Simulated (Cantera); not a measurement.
Feed: 1 mol Ca(OH)2, 2 mol H2O, equilibrated at 1352 °C and 6.20 bar.

Cantera equilibrium calculation (NASA polynomials, part measured and part estimated; ideal gas, pure solids and liquids). Candidate condensed phases: Ca, CaO, Ca(OH)2, H2O; 14 gas species. The numbers say what is thermodynamically allowed, not how fast it happens.

Base state: H2O 0.999, H2 0.000305, O2 0.000136, OH 6.82e-5 (mole fractions); condensed: CaO(s).

Task: What changes in the equilibrium state with this change: temperature from 1352 °C to 1827 °C?

Result: 
```csv
species,before,after
H2O,0.999,0.990
H2,0.000305,0.00517
O2,0.000136,0.00208
OH,6.82e-5,0.00205
Ca(OH)2,2.74e-6,0.000212
O,9.11e-8,2.55e-5
H,4.95e-7,9.00e-5
"CaO(s), mol",1.000,0.999
```
